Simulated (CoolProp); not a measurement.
Dodecamethylcyclohexasiloxane (D6) at 298.15 K and 0.299 MPa is throttled through a valve to 0.174 MPa with no heat exchange. Each further row changes one setting.

Values from CoolProp's reference Helmholtz-energy equation of state, Colonna 2008. It is a short technical equation, of lower accuracy than the large ones.

| case | temperature change (K) | final density (kg/m³) |
|---|---|---|
| as stated | +0.1 | 969 |
| outlet pressure 0.0522 MPa | +0.1 | 968 |
| outlet pressure 0.226 MPa | +0.0 | 969 |
